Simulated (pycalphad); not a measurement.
Computed with pycalphad from the COST 507 light-alloy database (1999), at 1 atm. These are 1990s assessments: newer ones move some temperatures and phases.

Molar enthalpy of Al-2.1Si-0.27Mn (at.%) in equilibrium (SER reference):

```csv
T (°C),H (kJ/mol),phases
1577,58.21,LIQUID
1497,55.68,LIQUID
1417,53.14,LIQUID
1337,50.61,LIQUID
1257,48.07,LIQUID
1177,45.53,LIQUID
1097,43.00,LIQUID
1017,40.46,LIQUID
937,37.93,LIQUID
857,35.39,LIQUID
777,32.86,LIQUID
697,30.33,LIQUID
657,29.06,LIQUID
617,19.40,FCC_A1 + LIQUID + ALMNSI_ALPHA
537,14.25,FCC_A1 + ALMNSI_ALPHA + DIAMOND_A4
497,12.87,FCC_A1 + ALMNSI_ALPHA + DIAMOND_A4
457,11.55,FCC_A1 + ALMNSI_ALPHA + DIAMOND_A4
377,9.08,FCC_A1 + DIAMOND_A4 + ALMNSI_ALPHA
297,6.76,FCC_A1 + DIAMOND_A4 + ALMNSI_ALPHA
```

Cooling from 657 °C to 537 °C, across the freezing range, releases 14.8 kJ/mol, or 547 J/g. The slope is 32 J/(mol K) in the liquid and 35 J/(mol K) just below the solidus, where it includes any heat of precipitation. Liquidus 647 °C, solidus 576 °C. Changes were sought between steps of 40 K, so a narrower field can be missed.

Database names, with the compositions (at.%) that they take in these runs: ALMNSI_ALPHA: Al 70 Mn 17 Si 12. FCC_A1 is fcc; DIAMOND_A4 is diamond (Si).
